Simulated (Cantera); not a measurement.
A closed system holds: 1 mol SiC, 0.028 mol O2, 120 mol H2, equilibrated at 0.000140 bar.

Method: chemical equilibrium by Gibbs-energy minimisation in Cantera with the NASA 1993 tables (ideal gas, pure condensed phases). Candidate condensed phases: C, C6H6, C7H8, C8H18, H2O, Si, SiC, SiO2; 123 gas species. Mutual solubility and eutectic melting of coexisting phases are not modelled. The tables hold silica as quartz up to 1696 K and as liquid above; real silica turns to tridymite and cristobalite and melts near 1996 K. The numbers say what is thermodynamically allowed, not how fast it happens.

### Question
Which condensed phases are stable at each of these points (T (°C)): 627, 677, 727, 777, 827, 877, 927, 977, 1027?

### Answer
```json
[
 {"T (°C)": "627", "condensed phases": "C(graphite) + SiC(s) + SiO2(β-quartz)", "Si condensed (%)": "100.0"},
 {"T (°C)": "677", "condensed phases": "C(graphite) + SiC(s) + SiO2(β-quartz)", "Si condensed (%)": "100.0"},
 {"T (°C)": "727", "condensed phases": "SiC(s) + SiO2(β-quartz)", "Si condensed (%)": "100.0"},
 {"T (°C)": "777", "condensed phases": "SiC(s) + SiO2(β-quartz)", "Si condensed (%)": "100.0"},
 {"T (°C)": "827", "condensed phases": "SiC(s) + SiO2(β-quartz)", "Si condensed (%)": "99.7"},
 {"T (°C)": "877", "condensed phases": "SiC(s) + SiO2(β-quartz)", "Si condensed (%)": "97.3"},
 {"T (°C)": "927", "condensed phases": "SiC(s)", "Si condensed (%)": "97.2"},
 {"T (°C)": "977", "condensed phases": "SiC(s)", "Si condensed (%)": "97.2"},
 {"T (°C)": "1027", "condensed phases": "SiC(s)", "Si condensed (%)": "97.2"}
]
```

From 627 °C to 677 °C the condensed part is C(graphite) + SiC(s) + SiO2(β-quartz). From 727 °C to 877 °C the condensed part is SiC(s) + SiO2(β-quartz). From 927 °C to 1027 °C the condensed part is SiC(s).
